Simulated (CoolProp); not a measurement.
A Linde-Hampson liquefier for carbon monoxide: isothermal reversible compression at 280 K from 1 atm to 20 MPa, throttling to 1 atm, return gas leaving the recuperator 5 K below the feed. Each further row changes one setting.

Model: reference Helmholtz-energy equation of state, Lemmon 2006, in CoolProp. It is a short technical equation, of lower accuracy than the large ones.

```
case                        liquid yield per pass  compression work (kJ/kg of gas)
--------------------------  ---------------------  -------------------------------
as stated                                   0.093                              436
high pressure 40 MPa                        0.117                              500
warm-end temperature 310 K                  0.066                              487
warm-end gap 10 K                           0.081                              436
```
